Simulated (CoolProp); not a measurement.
A Linde-Hampson liquefier for methane: isothermal reversible compression at 280 K from 1 atm to 10 MPa, throttling to 1 atm, return gas leaving the recuperator 10 K below the feed. Each further row changes one setting.

The numbers come from the reference Helmholtz-energy equation of state, Setzmann 1991 in CoolProp.

| case | liquid yield per pass | compression work (kJ/kg of gas) |
|---|---|---|
| as stated | 0.112 | 636 |
| high pressure 20 MPa | 0.219 | 714 |
| warm-end temperature 310 K | 0.076 | 716 |
| warm-end gap 15 K | 0.101 | 636 |
